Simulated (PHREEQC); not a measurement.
Consider water at 4.8 °C with 0.022 mol LiOH and 0.0057 mol NaOH per kg of water. Closed to the air; pH follows from the charge balance.

All values are PHREEQC results (ion-association model, phreeqc.dat), not measurements.

Precipitation was switched off in this run.

### Question
What pH does the model give?

### Answer
pH 13.11.

Species that the database lacks are ignored. At this temperature some constants are extrapolated from 25 °C, and those without enthalpy data are left unchanged.
